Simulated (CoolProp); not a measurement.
CH3F (R41) at 379.33 K and 20.8 MPa is throttled through a valve to 6.92 MPa with no heat exchange. Each further row changes one setting.

Values from CoolProp's reference Helmholtz-energy equation of state, Lemmon 2006. It is a short technical equation, of lower accuracy than the large ones.

| case | temperature change (K) | final phase | final density (kg/m³) |
|---|---|---|---|
| as stated | -51.0 | supercritical | 226 |
| outlet pressure 2.08 MPa | -105.5 | two-phase, vapour fraction 0.786 | 54.4 |
| outlet pressure 9 MPa | -36.1 | supercritical | 278 |
